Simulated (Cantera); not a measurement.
An isothermal, constant-pressure homogeneous reactor starts with 6.54 % H2, 93.5 % O2, equivalence ratio 0.035, at 1123 K and 2670 Pa.

Computed with Cantera and the H2/O2 subset of GRI-Mech 3.0, which has no nitrogen chemistry. Radical loss at walls, strong at low pressure, is not modelled. The temperature is held fixed by assumption; the heat of reaction is taken as removed at once.

One state of this run: x H2 = 7.46e-5; x O2 = 0.930; x H2O = 0.0671; x H = 0.000124; x H2O2 = 1.99e-7. x: mole fraction; the columns are a selection and need not sum to one.

Q: Which value of t (s) does it belong to?
(A) 0.00309
(B) 0.000981
(C) 0.303
(D) 0.0306

A: D, 0.0306
